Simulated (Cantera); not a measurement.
Charge: 1 mol SiH4, 7.6 mol NH3, 26 mol N2, at 948 K and 100000 Pa.

Equilibrium computed with Cantera from the NASA thermochemical tables; the gas is ideal and each condensed phase is pure. Candidate condensed phases: Si, Si3N4; 18 gas species. Kinetics and transport are ignored.

Base state: N2 0.685, H2 0.315, NH3 0.000122 (mole fractions); condensed: Si3N4(s).

Problem. What changes in the equilibrium state with this change: SiH4 replaced by SiCl4?

Solution. 
| species | before | after |
|---|---|---|
| N2 | 0.685 | 0.686 |
| H2 | 0.315 | 0.222 |
| HCl | 0 | 0.0913 |
| SiCl4 | 0 | 0.000679 |
| NH3 | 0.000122 | 7.26e-5 |
| Si3N4(s), mol | 0.333 | 0.324 |
Further candidate phases: NH4Cl.

Problem. What changes in the equilibrium state with this change: SiH4 replaced by Si2Cl6?

Solution. 
```
species          before    after
-------------  --------  -------
N2                0.685    0.667
H2                0.315    0.202
HCl                   0    0.127
SiCl4                 0  0.00316
SiHCl3                0  2.26e-5
NH3            0.000122  6.22e-5
Si3N4(s), mol     0.333    0.621
```
The feed counts by its element totals alone. Further candidate phases: NH4Cl.
